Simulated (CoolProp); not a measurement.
A single-stage vapour-compression cycle with n-butane: evaporating at 238.15 K (dew point), condensing at 258.15 K (bubble point), superheat 0 K, subcooling 8 K, compressor efficiency 0.85, no pressure losses. Each further row changes one setting.

Computed with CoolProp (reference Helmholtz-energy equation of state, Bücker 2006).

```
case                              cooling COP  pressure ratio  discharge temperature (K)  refrigerating effect (kJ/kg)  volumetric capacity (kJ/m³)
--------------------------------  -----------  --------------  -------------------------  ----------------------------  ---------------------------
as stated                          (withheld)            2.57                      265.1                           388                          253
evaporating temperature 243.15 K         13.8      (withheld)                      263.0                           395                   (withheld)
condensing temperature 253.15 K          13.5            2.06                      258.8                           399                          260
subcooling 13 K                          10.2            2.57                      265.1                           399                          260
superheat 10 K                           9.92            2.57                      275.4                           403                   (withheld)
compressor efficiency 0.75               8.79            2.57                 (withheld)                           388                          253
```

Question: Fill in the missing entries.

Answer: 
- as stated, cooling COP: 9.97
- evaporating temperature 243.15 K, pressure ratio: 2.00
- evaporating temperature 243.15 K, volumetric capacity (kJ/m³): 326
- superheat 10 K, volumetric capacity (kJ/m³): 252
- compressor efficiency 0.75, discharge temperature (K): 268.4
